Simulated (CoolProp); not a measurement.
A Linde-Hampson liquefier for CF4 (R14): isothermal reversible compression at 290 K from 1 atm to 40 MPa, throttling to 1 atm, return gas leaving the recuperator 0 K below the feed. Each further row changes one setting.

Computed with CoolProp (reference Helmholtz-energy equation of state, Platzer 1990). This equation is an older, rougher fit; its heat capacities, sound speeds and derivatives of the liquid may be far off and weren't checked against measurements.

```tsv
case	liquid yield per pass	compression work (kJ/kg of gas)
as stated	0.318	147
warm-end temperature 320 K	0.253	169
warm-end gap 5 K	0.307	147
```
